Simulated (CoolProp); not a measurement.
Properties of octamethylcyclotetrasiloxane (D4) at several states (Tc = 313.4 °C, pc = 13.47 bar, ω = 0.598).

Values from CoolProp's reference Helmholtz-energy equation of state, Thol 2015.

```json
[
 {"T (°C)": "162.05", "p (bar)": "16.7", "phase": "liquid", "density (kg/m³)": "791.4", "speed of sound (m/s)": "524.3", "Joule-Thomson coefficient (K/MPa)": "-0.1885", "fugacity coefficient": "0.04713"},
 {"T (°C)": "244.65", "p (bar)": "0.309", "phase": "gas", "density (kg/m³)": "2.157", "speed of sound (m/s)": "___", "Joule-Thomson coefficient (K/MPa)": "12.48", "fugacity coefficient": "0.9871"},
 {"T (°C)": "141.45", "p (bar)": "0.872", "phase": "liquid", "density (kg/m³)": "811.6", "speed of sound (m/s)": "___", "Joule-Thomson coefficient (K/MPa)": "-0.2183", "fugacity coefficient": "___"},
 {"T (°C)": "29.15", "p (bar)": "0.128", "phase": "liquid", "density (kg/m³)": "___", "speed of sound (m/s)": "901.8", "Joule-Thomson coefficient (K/MPa)": "-0.4000", "fugacity coefficient": "___"}
]
```

### Question
Some entries are withheld; supply them.

### Answer

- 244.65, speed of sound (m/s): 119.9
- 141.45, speed of sound (m/s): 557.7
- 141.45, fugacity coefficient: 0.4290
- 29.15, density (kg/m³): 946.0
- 29.15, fugacity coefficient: 0.01424
